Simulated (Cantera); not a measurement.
# Counterflow diffusion flame

A counterflow diffusion flame at 101000 Pa, nozzles 20 mm apart: fuel side 100 % H2 at 498 K, oxidiser side 25.0 % O2, 75.0 % N2 at 350 K, fuel mass flux 0.21 times the oxidiser's; mixture-averaged transport, no radiation.

Cantera simulation using the H2/O2 subset of GRI-Mech 3.0, which has no nitrogen chemistry; the numbers are that mechanism's predictions, not measurements. The maximum strain rate includes the flame's own expansion and is several times the mean.

```
oxidiser flux (kg/m²/s)  max strain (1/s)  mean strain (1/s)  T max (K)  peak x OH  peak x H  peak x H2O  peak x HO2
-----------------------  ----------------  -----------------  ---------  ---------  --------  ----------  ----------
0.61                                  733                160       2609     0.0271    0.0198       0.311     5.47e-5
0.87                                 1010                228       2569     0.0272    0.0215       0.308     7.02e-5
1.2                                  1370                315       2528     0.0273    0.0236       0.305     8.61e-5
1.8                                  2020                472       2474     0.0275    0.0268       0.302    0.000109
2.5                                  2770                656       2416     0.0273    0.0295       0.299    0.000129
3.6                                  3950                944       2347     0.0269    0.0330       0.296    0.000154
5.1                                  5540               1340       2279     0.0263    0.0368       0.292    0.000179
7.3                                  7910               1920       2209     0.0256    0.0411       0.289    0.000211
```
x: mole fraction; the columns are a selection and need not sum to one.
